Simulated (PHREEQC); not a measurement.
PHREEQC input (ion-association model, phreeqc.dat):

```
SOLUTION 0
  temp 25
  units mmol/kgw
  pH 7 charge
  S(6) 9.4
  Mg 9.4
  Cl 0.01
  O(0) 1 O2(g) -0.68
SOLUTION 1-30
  temp 25
  units mmol/kgw
  pH 7 charge
  S(6) 17
  Na 34
  Cl 0.01
  O(0) 1 O2(g) -0.68
END
EXCHANGE 1-30
  X 0.021
  -equilibrate 1
END
SELECTED_OUTPUT 1
  -reset false
  -pH true
  -pe true
  -ionic_strength true
  -water true
  -step true
  -totals Cl Mg Na S S(-2) S(6)
  -molalities MgX2 NaX
  -saturation_indices Halite
PRINT
  -reset false
TRANSPORT
  -cells 30
  -shifts 150
  -lengths 0.0166667
  -time_step 720
  -dispersivities 0.04
  -boundary_conditions flux flux
  -correct_disp true
  -punch_cells 30
  -punch_frequency 5
END
```

Selected output (columns that matter, 22 of 31 rows; pore volumes added in front):

```
pore volumes	pH	mu	Mg	Na	S	m_MgX2	m_NaX	si_Halite
0	5.3091	0.048596	0	0.034	0.017	0	0.021	-8.2252
0.1833	5.3091	0.048596	0	0.034	0.017	0	0.021	-8.2252
0.5167	5.3051	0.047325	0	0.033082	0.016541	0	0.021	-8.2351
0.6833	5.2945	0.044134	7.8924e-25	0.030782	0.015391	2.0743e-23	0.021	-8.2613
1.0167	5.2652	0.036054	7.6516e-21	0.024995	0.012497	3.1497e-19	0.021	-8.3374
1.1833	5.253	0.033016	2.3121e-18	0.022834	0.011417	1.1569e-16	0.021	-8.3708
1.5167	5.2379	0.029493	7.1218e-12	0.020337	0.010169	4.576e-10	0.021	-8.4137
1.6833	5.234	0.028616	3.437e-08	0.019718	0.0098591	2.36e-06	0.020995	-8.4252
1.85	5.2305	0.027988	0.00021792	0.018905	0.0096704	0.004809	0.011382	-8.442
2.1833	5.1977	0.025876	0.0068313	0.0053199	0.0094913	0.0101	0.00080093	-8.9862
2.35	5.1926	0.025748	0.0079351	0.0030349	0.0094525	0.010287	0.00042534	-9.2294
2.6833	5.1884	0.025692	0.0088955	0.0010434	0.0094172	0.010431	0.00013835	-9.6927
2.85	5.1875	0.025687	0.0090995	0.00062059	0.0094098	0.010459	8.1386e-05	-9.9182
3.1833	5.1867	0.025686	0.0092917	0.000223	0.0094032	0.010486	2.8947e-05	-10.363
3.35	5.1865	0.025686	0.0093346	0.00013437	0.0094018	0.010491	1.7403e-05	-10.583
3.5167	5.1864	0.025686	0.0093604	8.1161e-05	0.009401	0.010495	1.0498e-05	-10.802
3.85	5.1863	0.025687	0.0093854	2.9764e-05	0.0094003	0.010498	3.8448e-06	-11.237
4.0167	5.1863	0.025687	0.0093912	1.8059e-05	0.0094002	0.010499	2.332e-06	-11.454
4.35	5.1862	0.025687	0.0093967	6.6647e-06	0.0094001	0.0105	8.604e-07	-11.887
4.5167	5.1862	0.025687	0.009398	4.0526e-06	0.0094	0.0105	5.2315e-07	-12.103
4.85	5.1862	0.025687	0.0093993	1.5003e-06	0.0094	0.0105	1.9366e-07	-12.535
5.0167	5.1862	0.025687	0.0093995	9.1329e-07	0.0094	0.0105	1.1789e-07	-12.75
```
